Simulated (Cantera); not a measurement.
An adiabatic, constant-volume homogeneous reactor starts with C₃H₈ : O₂ : N₂ : H₂O = 1 : 8.62 : 32.4 : 2.7 (molar parts), equivalence ratio 0.58, at 1400 K and 0.240 bar.

Cantera simulation using GRI-Mech 3.0 (53 species, 325 reactions); the numbers are that mechanism's predictions, not measurements. GRI-Mech 3.0 was tuned for natural gas; its chemistry of propane as a main component is partial and can be far from experiment.

One state of this run: T (K) = 2508; P (bar) = 0.447; x C₃H₈ = <1e-12; x O₂ = 0.0729; x H₂O = 0.130; x H₂O₂ = 1.69e-7; x CH₃ = <1e-12. x: mole fraction; the columns are a selection and need not sum to one.

Question: Which value of t (s) does it belong to?
A) 9.00e-6
B) 2.37e-5
C) 0.144
D) 6.24e-5

Answer: C, 0.144
